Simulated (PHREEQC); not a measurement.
Make-up at 25 °C: 0.0162 mol/kgw Na2CO3 and 0.017 mol/kgw KBr. Closed to the air; pH follows from the charge balance.

Equilibrium calculation in PHREEQC: ion-association model, phreeqc.dat.

pH: 11.03
ionic strength: 0.0583 mol/kgw
specific conductance: 5060 µS/cm
density: 1.000 g/cm³
total alkalinity: 32.4 meq/kg

```csv
species,molality,activity,log γ
Na+,0.0294,0.0240,-0.088
Br-,0.0170,0.0135,-0.099
K+,0.0170,0.0136,-0.096
CO3-2,0.0119,0.00538,-0.345
NaCO3-,0.00296,0.00241,-0.090
OH-,0.00134,0.00107,-0.096
HCO3-,0.00132,0.00108,-0.086
NaHCO3,1.44e-5,1.46e-5,0.006
CO2,2.27e-8,2.30e-8,0.006
```

No solid was allowed to form.
